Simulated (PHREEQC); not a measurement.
0.16 g of hydrous ferric oxide (600 m²/g; 0.2 weak and 0.005 strong sites per Fe, Dzombak-Morel constants, diffuse double layer) in 1 kg of water with 0.01 mol/kgw of an inert sodium salt and 5.5e-05 mol/kgw SrCl2 and 1.8e-06 mol/kgw ZnSO4, at 25 °C; the pH is set by adding NaOH or the inert anion's acid. O2 is buffered at 0.21 atm. No CO2 enters from the air. No solid was allowed to form.

Model: ion-association model, wateq4f.dat, run in PHREEQC.

```tsv
pH	Sr sorbed (%)	S sorbed (%)	Zn sorbed (%)	surface charge σ (C/m²)	surface potential ψ (mV)
4	0.0	99.9	0.0	0.215	184
4.38	0.0	99.9	0.1	0.172	173
4.75	0.0	99.7	0.4	0.135	160
5.12	0.0	99.1	1.7	0.103	147
5.5	0.0	___	7.4	0.076	131
5.88	0.0	90.1	26.9	0.055	___
6.25	0.0	71.0	61.5	0.039	98
6.62	0.1	37.9	___	0.027	80
7	0.3	12.0	97.2	0.018	61
7.38	1.4	___	99.4	0.010	41
7.75	4.6	___	99.8	0.005	22
8.12	9.6	0.1	99.9	0.001	3
8.5	15.2	0.0	99.9	-0.004	-17
8.88	25.2	0.0	99.9	-0.009	-35
9.25	46.6	0.0	99.9	-0.014	-52
9.62	73.7	0.0	99.9	-0.020	-66
10	91.6	0.0	99.8	-0.028	-82
```

Complete the blanks.


- 5.5, S sorbed (%): 97.0
- 5.88, surface potential ψ (mV): 115
- 6.62, Zn sorbed (%): 87.7
- 7.38, S sorbed (%): 2.8
- 7.75, S sorbed (%): 0.6

Complexes and solids missing from the database can't appear.
